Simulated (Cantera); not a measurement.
## Formation from one mole of O2

Cantera with NASA thermochemical tables; ideal gases at 1 bar, condensed phases pure. Values are per mole of reaction as written; species without (g) are pure solids or liquids, kept so even where they would boil at 1 bar.

2 B + O2(g) ⇌ B2O2(g)

```
T (K)  ΔH° (kJ)  ΔS° (J/K)  ΔG° (kJ)  log10 K
-----  --------  ---------  --------  -------
625      -456.1       26.1    -472.4    39.48
775      -456.9       25.0    -476.3    32.10
925      -457.8       23.9    -479.9    27.10
1075     -458.8       22.9    -483.4    23.49
1225     -460.0       21.9    -486.8    20.76
1375     -461.3       20.9    -490.0    18.61
1525     -462.6       19.9    -493.1    16.89
1675     -464.1       19.0    -496.0    15.47
1825     -465.7       18.1    -498.8    14.28
```

0.6667 Cr + O2(g) ⇌ 0.6667 CrO3(g)

```
T (K)  ΔH° (kJ)  ΔS° (J/K)  ΔG° (kJ)  log10 K
-----  --------  ---------  --------  -------
625      -196.5      -46.5    -167.4    13.99
775      -196.8      -46.9    -160.4    10.81
925      -197.2      -47.4    -153.3     8.66
1075     -197.7      -47.9    -146.2     7.10
1225     -198.5      -48.6    -139.0     5.93
1375     -199.6      -49.4    -131.6     5.00
1525     -200.9      -50.4    -124.1     4.25
1675     -202.7      -51.4    -116.5     3.63
1825     -204.7      -52.6    -108.7     3.11
```

2 Pb + O2(g) ⇌ 2 PbO(g)

| T (K) | ΔH° (kJ) | ΔS° (J/K) | ΔG° (kJ) | log10 K |
|---|---|---|---|---|
| 625 | 125.0 | 115.8 | 52.5 | -4.39 |
| 775 | 121.8 | 111.3 | 35.5 | -2.39 |
| 925 | 118.8 | 107.7 | 19.1 | -1.08 |
| 1075 | 115.8 | 104.8 | 3.2 | -0.15 |
| 1225 | 113.0 | 102.3 | -12.4 | 0.53 |
| 1375 | 110.2 | 100.2 | -27.5 | 1.05 |
| 1525 | 107.5 | 98.3 | -42.4 | 1.45 |
| 1675 | 104.7 | 96.6 | -57.0 | 1.78 |
| 1825 | 101.9 | 95.0 | -71.4 | 2.04 |

4 Li + O2(g) ⇌ 2 Li2O

```tsv
T (K)	ΔH° (kJ)	ΔS° (J/K)	ΔG° (kJ)	log10 K
625	-1213.1	-281.3	-1037.3	86.69
775	-1212.4	-280.3	-995.2	67.07
925	-1210.3	-277.8	-953.3	53.83
1075	-1206.3	-274.7	-911.0	44.27
1225	-1201.8	-270.8	-870.1	37.10
1375	-1196.6	-266.8	-829.8	31.52
1525	-1190.9	-262.8	-790.1	27.06
1675	-1185.0	-259.1	-750.9	23.42
1825	-1178.9	-255.7	-712.3	20.39
```
